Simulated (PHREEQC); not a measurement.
Consider water at 60 °C with 7.8 mmol/kgw Al2(SO4)3, 4.3 mmol/kgw ZnCl2, 47 mmol/kgw H2SO4 and 4.2 mmol/kgw Na2SO4. Closed to the air; pH follows from the charge balance.

All values are PHREEQC results (ion-association model, phreeqc.dat), not measurements.

No solid was allowed to form.

Problem. What pH does the model give?

Solution. pH 1.42.

Problem. In which forms is Na present?

Solution. Na+ 98 %, NaSO4- 2.4 % of the Na.

Constants without temperature data keep their 25 °C values here.
